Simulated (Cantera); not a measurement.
## Low-pressure radical oxidation in H2/O2

An isothermal, constant-pressure homogeneous reactor starts with 24.8 % H₂, 75.2 % O₂, equivalence ratio 0.17, at 950 K and 10.00 Torr.

Model: the H2/O2 subset of GRI-Mech 3.0, which has no nitrogen chemistry, integrated in Cantera. Radical loss at walls, strong at low pressure, is not modelled. The temperature is held fixed by assumption; the heat of reaction is taken as removed at once.

```
t (s)         x H₂   x O₂     x HO₂       x O       x H    x H₂O₂
--------  --------  -----  --------  --------  --------  --------
0.000100     0.248  0.752  4.31e-11  6.89e-12  4.22e-11    <1e-12
0.000238     0.248  0.752  1.04e-10  3.47e-11  1.24e-10    <1e-12
0.000568     0.248  0.752  2.57e-10  2.41e-10  6.69e-10    <1e-12
0.00135      0.248  0.752   1.09e-9   7.69e-9   2.03e-8    <1e-12
0.00323      0.248  0.752   1.32e-6   2.18e-5   5.75e-5  4.82e-10
0.00769     0.0165  0.678   1.98e-5    0.0239    0.0631   4.63e-7
0.0183     0.00223  0.713   1.85e-5   0.00298   0.00196   6.96e-7
0.0437    0.000315  0.716   7.52e-6  0.000303   4.94e-5   4.76e-7
0.104      5.68e-5  0.717   2.22e-6   4.83e-5   3.14e-6   2.61e-7
0.248      9.89e-6  0.717   5.76e-7   9.87e-6   2.94e-7   1.27e-7
0.591      1.58e-6  0.717   1.52e-7   2.41e-6   3.48e-8   5.95e-8
1.41       2.71e-7  0.717   4.54e-8   6.94e-7   5.28e-9   2.80e-8
3.36       6.45e-8  0.717   1.55e-8   2.30e-7  9.96e-10   1.35e-8
8.00       2.04e-8  0.717   5.85e-9   8.36e-8  2.17e-10   6.52e-9
```
x: mole fraction; the columns are a selection and need not sum to one.

Equilibrium at this temperature and pressure: H₂ 5.31e-11, O₂ 0.717, HO₂ 5.76e-10, O 2.35e-10, H <1e-12, H₂O₂ 3.98e-11 (gas phase only).
